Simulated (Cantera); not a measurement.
Feed: 1 mol CF4, 1.6 mol CH4.

Cantera equilibrium calculation (NASA polynomials, part measured and part estimated; ideal gas, pure solids and liquids). Candidate condensed phases: C, C6H6, C7H8, C8H18; 95 gas species. Equilibrium is a limit: real reactors are often held back by kinetics, nucleation or transport.

Stable condensed phases, one row left out:

```
T in K \ P in Pa
              1    4.2     18     75    320   1300   5600  24000 100000
   2850       A      A      A      B      B      B      B      B      B
   2775       A      A      A      B      B      B      B      B      B
   2625       A      B      B      B      B      B      B      B      B
   2550       A      B      B      B      B      B      B      B      B
   2475       B      B      B      B      B      B      B      B      B
   2400       B      B      B      B      B      B      B      B      B
   2325       B      B      B      B      B      B      B      B      B
   2250       B      B      B      B      B      B      B      B      B
   2175       B      B      B      B      B      B      B      B      B
   2100       B      B      B      B      B      B      B      B      B
   2025       B      B      B      B      B      B      B      B      B
```

A: gas only; B: C.

**Question.** Give the row for 2700 K.

**Answer.** 1: gas only; 4.2: gas only; 18: C; 75: C; 320: C; 1300: C; 5600: C; 24000: C; 100000: C.
